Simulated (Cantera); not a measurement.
An isothermal, constant-pressure homogeneous reactor starts with 17.5 % NO, 82.5 % N₂, at 1675 K and 750 Torr.

Cantera simulation using GRI-Mech 3.0 (53 species, 325 reactions); the numbers are that mechanism's predictions, not measurements.

**Question.** Predict: x(NO) at 20.0 s; x(N₂O) at 20.0 s; x(O) at 20.0 s; x(O₂) at 20.0 s; x(N₂) at 20.0 s; x(NO₂) at 20.0 s.

**Answer.** 
* **x(NO) at 20.0 s**: 0.114 (gas-phase equilibrium 0.00183)
* **x(N₂O) at 20.0 s**: 5.03e-6 (gas-phase equilibrium 1.15e-7)
* **x(O) at 20.0 s**: 6.14e-6 (gas-phase equilibrium 1.01e-5)
* **x(O₂) at 20.0 s**: 0.0306 (gas-phase equilibrium 0.0868)
* **x(N₂) at 20.0 s**: 0.855 (gas-phase equilibrium 0.911)
* **x(NO₂) at 20.0 s**: 0.000146 (gas-phase equilibrium 3.90e-6)
